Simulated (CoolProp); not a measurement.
Values from CoolProp's reference Helmholtz-energy equation of state, Gao 2022.

Give the vapour pressure (MPa), liquid density (kg/m³), vapour density (kg/m³), liquid cp (kJ/(kg K)) of saturated n-perfluorobutane at -10.55, 41.35 °C.


```json
[
 {"T (°C)": "-10.55", "p (MPa)": "0.0710", "liquid density (kg/m³)": "1630", "vapour density (kg/m³)": "8.03", "liquid cp (kJ/(kg K))": "1.09"},
 {"T (°C)": "41.35", "p (MPa)": "0.438", "liquid density (kg/m³)": "1430", "vapour density (kg/m³)": "46.4", "liquid cp (kJ/(kg K))": "1.18"}
]
```
